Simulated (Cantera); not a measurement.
Gas mixture: 100 % O2, at 2.00 bar, frozen composition.

Cantera's kinetic-theory transport with the Lennard-Jones parameters of GRI-Mech 3.0, ideal gas; thermal conductivity in the multicomponent form.

D: mixture-averaged diffusion coefficient of that species in the mixture.

| T (K) | ρ (kg/m³) | cp (J/kg/K) | μ (µPa s) | λ (mW/m/K) | Pr | D (cm²/s) H | D (cm²/s) NO | D (cm²/s) N2 |
|---|---|---|---|---|---|---|---|---|
| 400 | 1.92 | 941.4 | 25.6 | 33.9 | 0.712 | 1.08 | 0.172 | 0.175 |
| 650 | 1.18 | 1017 | 36.0 | 51.6 | 0.710 | 2.49 | 0.394 | 0.401 |
| 900 | 0.855 | 1074 | … | … | 0.709 | … | … | … |
| 1150 | 0.669 | 1109 | 52.5 | 82.1 | 0.709 | 6.51 | 1.02 | 1.04 |
| 1400 | 0.550 | 1134 | 59.7 | 95.6 | 0.708 | 9.04 | 1.42 | 1.44 |
| 1650 | 0.466 | 1155 | … | … | 0.708 | … | … | … |

Problem. Complete the blanks.

Solution. 
- 900, μ (µPa s): 44.7
- 900, λ (mW/m/K): 67.7
- 900, D (cm²/s) H: 4.32
- 900, D (cm²/s) NO: 0.680
- 900, D (cm²/s) N2: 0.692
- 1650, μ (µPa s): 66.4
- 1650, λ (mW/m/K): 108
- 1650, D (cm²/s) H: 11.9
- 1650, D (cm²/s) NO: 1.86
- 1650, D (cm²/s) N2: 1.90
